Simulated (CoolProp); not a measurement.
Saturation properties of R1224YDZ.

The numbers come from the reference Helmholtz-energy equation of state, Akasaka 2023 in CoolProp.

| T (°C) | p (MPa) | liquid density (kg/m³) | vapour density (kg/m³) | enthalpy of vaporisation (kJ/kg) | liquid cp (kJ/(kg K)) |
|---|---|---|---|---|---|
| -66.55 | 0.0008997 | 1589 | 0.07799 | 206.5 | 1.021 |
| -53.35 | 0.002598 | 1558 | 0.2122 | 200.4 | 1.031 |
| -40.25 | 0.006450 | 1526 | 0.4991 | 194.5 | 1.045 |
| -27.15 | 0.01424 | 1495 | 1.049 | 188.7 | 1.061 |
| -14.05 | 0.02855 | 1462 | 2.013 | 182.8 | 1.080 |
| -0.95 | 0.05278 | 1429 | 3.580 | 176.9 | 1.101 |
| 12.25 | 0.09155 | 1394 | 6.005 | 170.7 | 1.124 |
| 25.35 | 0.1493 | 1359 | 9.533 | 164.3 | 1.150 |
| 38.45 | 0.2320 | 1322 | 14.51 | 157.6 | 1.179 |
| 51.55 | 0.3460 | 1283 | 21.35 | 150.5 | 1.211 |
| 64.65 | 0.4980 | 1242 | 30.57 | 142.8 | 1.247 |
| 77.75 | 0.6956 | 1197 | 42.85 | 134.3 | 1.289 |

It boils at 14.9 °C under 1 atm.
